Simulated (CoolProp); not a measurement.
Model: reference Helmholtz-energy equation of state, Lemmon 2006, in CoolProp. It is a short technical equation, of lower accuracy than the large ones.

Problem. For acetone, give the phase and the speed of sound (m/s), Joule-Thomson coefficient (K/MPa) at 276.3 K and 0.0212 MPa; 343.7 K and 1.63 MPa.

Solution. 
- 276.3 K and 0.0212 MPa: liquid; speed of sound 1270, Joule-Thomson coefficient -0.371
- 343.7 K and 1.63 MPa: liquid; speed of sound 970, Joule-Thomson coefficient -0.259
